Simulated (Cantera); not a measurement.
## Adiabatic ignition

An adiabatic, constant-pressure homogeneous reactor starts with CH4 : C2H6 : O2 : N2 = 1 : 0.056 : 2.82 : 10.6 (molar parts), equivalence ratio 0.78, at 1475 K and 780000 Pa.

Cantera simulation using GRI-Mech 3.0 (53 species, 325 reactions); the numbers are that mechanism's predictions, not measurements.

| t (s) | T (K) | x CH4 | x C2H6 | x O2 | x CO2 | x H | x CO |
|---|---|---|---|---|---|---|---|
| 3.00e-6 | 1475 | 0.0691 | 0.00386 | 0.195 | 7.65e-10 | 3.13e-8 | 6.30e-9 |
| 9.11e-6 | 1475 | 0.0690 | 0.00383 | 0.195 | 2.61e-8 | 1.38e-7 | 2.68e-7 |
| 2.77e-5 | 1476 | 0.0686 | 0.00374 | 0.194 | 9.15e-7 | 7.00e-7 | 1.78e-5 |
| 8.40e-5 | 1506 | 0.0630 | 0.00327 | 0.189 | 3.52e-5 | 5.81e-6 | 0.00141 |
| 0.000255 | 2761 | <1e-12 | <1e-12 | 0.0448 | 0.0619 | 0.00169 | 0.0136 |
| 0.000775 | 2751 | <1e-12 | <1e-12 | 0.0415 | 0.0620 | 0.00163 | 0.0135 |
| 0.00235 | 2745 | <1e-12 | <1e-12 | 0.0397 | 0.0621 | 0.00159 | 0.0135 |
| 0.00714 | 2745 | <1e-12 | <1e-12 | 0.0397 | 0.0621 | 0.00159 | 0.0135 |
| 0.0217 | 2745 | <1e-12 | <1e-12 | 0.0397 | 0.0621 | 0.00159 | 0.0135 |
| 0.0659 | 2745 | <1e-12 | <1e-12 | 0.0397 | 0.0621 | 0.00159 | 0.0135 |
| 0.200 | 2745 | <1e-12 | <1e-12 | 0.0397 | 0.0621 | 0.00159 | 0.0135 |
x: mole fraction; the columns are a selection and need not sum to one.

| Property | Result |
|---|---|
| time of steepest temperature rise | 0.119 ms |
| temperature at 0.200 s | 2745 K |
| equilibrium temperature | 2745 K |
| x(CH4) at 0.200 s | <1e-12 (gas-phase equilibrium <1e-12) |
| x(C2H6) at 0.200 s | <1e-12 (gas-phase equilibrium <1e-12) |
| x(O2) at 0.200 s | 0.0397 (gas-phase equilibrium 0.0397) |
